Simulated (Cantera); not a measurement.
Input: 1 mol borazine, 0.059 mol O2, 50 mol N2, at 0.133 bar.

Method: chemical equilibrium by Gibbs-energy minimisation in Cantera with the NASA 1993 tables (ideal gas, pure condensed phases). Candidate condensed phases: B, BN, B2O3, B3O3H3, H2O; 39 gas species. The feed counts by its element totals alone. Mutual solubility and eutectic melting of coexisting phases are not modelled. Equilibrium is a limit: real reactors are often held back by kinetics, nucleation or transport.

**Question.** Which condensed phases are stable at each of these points (T (K)): 1448, 1498, 1548, 1598, 1648, 1698, 1748, 1798, 1848, 1898, 1948, 1998, 2048?

**Answer.** 
| T (K) | condensed phases | B condensed (%) |
|---|---|---|
| 1448 | BN(s) + B2O3(l) | 98.6 |
| 1498 | BN(s) | 98.0 |
| 1548 | BN(s) | 97.9 |
| 1598 | BN(s) | 97.7 |
| 1648 | BN(s) | 97.5 |
| 1698 | BN(s) | 97.3 |
| 1748 | BN(s) | 97.1 |
| 1798 | BN(s) | 96.8 |
| 1848 | BN(s) | 96.6 |
| 1898 | BN(s) | 96.4 |
| 1948 | BN(s) | 96.3 |
| 1998 | BN(s) | 96.2 |
| 2048 | BN(s) | 96.1 |

At 1448 K the condensed part is BN(s) + B2O3(l). From 1498 K to 2048 K the condensed part is BN(s).
